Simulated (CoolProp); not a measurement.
Computed with CoolProp (reference Helmholtz-energy equation of state, Gao 2020).

**Question.** For ammonia, give the phase and the Joule-Thomson coefficient (K/MPa), expansivity (1/kK), viscosity (µPa s), conductivity (mW/(m K)) at -60.35 °C and 537 kPa.

**Answer.** 
- -60.35 °C and 537 kPa: liquid; Joule-Thomson coefficient -0.210, expansivity 1.63, viscosity 394, conductivity 758

Viscosity comes from a separate model (Fenghour 1995). Thermal conductivity comes from a separate model (Tufeu 1984).
